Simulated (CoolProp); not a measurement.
200 sccm (0 °C, 1 atm) of nitrogen bubbles through liquid o-xylene at 319.9 K and leaves saturated at a total pressure of 0.0331 MPa (ideal gas phase). Each further row changes one setting.

Model: reference Helmholtz-energy equation of state, Zhou 2012, in CoolProp.

| case | vapour pressure (kPa) | mole fraction of vapour | delivery (mg/min) | delivery (sccm) | change of delivery for a bath 1 K warmer (%) |
|---|---|---|---|---|---|
| as stated | 2.91 | 0.0879 | (withheld) | 19.3 | 5.6 |
| bath temperature 324.9 K | 3.71 | (withheld) | 120 | (withheld) | 5.6 |
| total pressure 0.0662 MPa | 2.91 | (withheld) | (withheld) | 9.19 | (withheld) |

**Question.** What belongs in the gaps?

**Answer.** 
- as stated, delivery (mg/min): 91.3
- bath temperature 324.9 K, mole fraction of vapour: 0.112
- bath temperature 324.9 K, delivery (sccm): 25.3
- total pressure 0.0662 MPa, mole fraction of vapour: 0.0439
- total pressure 0.0662 MPa, delivery (mg/min): 43.5
- total pressure 0.0662 MPa, change of delivery for a bath 1 K warmer (%): 5.3
